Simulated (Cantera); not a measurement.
A freely propagating, adiabatic, planar premixed flame of CH₄ : C₂H₆ : O₂ : N₂ = 1 : 0.091 : 1.3 : 6.23 (molar parts), equivalence ratio 1.8, unburnt at 625 K and 110000 Pa; mixture-averaged transport, grid criteria slope 0.08 and curve 0.16, no radiation.

Cantera simulation using GRI-Mech 3.0 (53 species, 325 reactions); the numbers are that mechanism's predictions, not measurements. Burning velocities carry a grid error of a few per cent, more on coarse grids.

**Question.** Predict: laminar burning velocity; thermal thickness; peak x(CH₂O); peak x(CH₃); peak x(C₂H₂).

**Answer.** 
```json
{
  "laminar_burning_velocity": "20.1 cm/s",
  "thermal_thickness": "1.44 mm",
  "peak x(CH₂O)": "0.00121",
  "peak x(CH₃)": "0.00140",
  "peak x(C₂H₂)": "0.00791"
}
```
